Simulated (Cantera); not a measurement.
A closed system holds: 1 mol B, 0.12 mol H2O, 0.6 mol H2, a varied amount of O2, equilibrated at 1348 K and 133 Pa.

Cantera equilibrium calculation (NASA polynomials, part measured and part estimated; ideal gas, pure solids and liquids). Candidate condensed phases: B, B2O3, B3O3H3, H2O; 23 gas species. Mutual solubility and eutectic melting of coexisting phases are not modelled. Gases not in the tables: H3BO3. Rates play no part.

log p: log10 of the partial pressure in bar; n: condensed amount in mol.

```tsv
n(O2) (mol)	log p H2	log p H2O	log p O2	log p HBO2	log p HBO	n B(s)	n B2O3(l)
0.11	-2.88	-8.37	<-14	-6.46	-4.69	0.768	0.108
0.21	-2.88	-8.37	<-14	-6.46	-4.69	0.635	0.174
0.31	-2.88	-8.37	<-14	-6.46	-4.69	0.501	0.241
0.4	-2.88	-8.37	<-14	-6.46	-4.69	…	…
0.5	-2.88	-8.37	<-14	-6.46	-4.69	0.248	0.368
0.6	-2.88	-8.37	<-14	-6.46	-4.69	0.115	0.434
0.7	-2.89	-4.62	<-14	-4.58	-6.57	0	0.492
0.79	-3.03	-3.51	-14.36	-4.03	-7.27	0	0.473
0.89	-3.25	-3.20	-13.30	-3.87	-7.64	0	0.461
0.99	-3.68	-3.02	-12.08	-3.78	-8.16	0	0.452
1.1	-7.63	-2.97	-4.09	-3.75	-12.13	0	0.445
1.2	…	-3.02	…	-3.78	…	0	0.442
1.3	-8.03	-3.07	-3.49	-3.81	-12.48	0	0.439
```

**Question.** Fill in the missing entries.

**Answer.** 
- 1.2, log p H2: -7.89
- 1.2, log p O2: -3.67
- 1.2, log p HBO: -12.37
- 0.4, n B(s): 0.381
- 0.4, n B2O3(l): 0.301
